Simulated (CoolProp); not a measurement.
Computed with CoolProp (reference Helmholtz-energy equation of state, Wagner 2002).

Task: Give the vapour pressure (bar), liquid density (kg/m³), vapour density (kg/m³) of saturated water at 237.65, 264.95 °C.

Result: 
```tsv
T (°C)	p (bar)	liquid density (kg/m³)	vapour density (kg/m³)
237.65	32.1	817	16.1
264.95	50.8	776	25.8
```
